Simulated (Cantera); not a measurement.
Feed: 1 mol Ta₂O₅, 9.7 mol H₂, at 1577 °C and 56.3 Torr.

Equilibrium computed with Cantera from the NASA thermochemical tables; the gas is ideal and each condensed phase is pure. Candidate condensed phases: H₂O, Ta, Ta₂O₅; 12 gas species. Mutual solubility and eutectic melting of coexisting phases are not modelled. Condensed phases not in the tables: N, O or C dissolved in the metal. Rates play no part.

Base state: H₂ 0.997, H 0.00196, H₂O 0.000896 (mole fractions); condensed: Ta(s) + Ta₂O₅(s).

What changes in the equilibrium state with this change: pressure from 56.3 Torr to 750 Torr?


| species | before | after |
|---|---|---|
| H₂ | 0.997 | 0.999 |
| H₂O | 0.000896 | 0.000897 |
| H | 0.00196 | 0.000538 |
| Ta(s), mol | 0.00348 | 0.00348 |
| Ta₂O₅(s), mol | 0.998 | 0.998 |
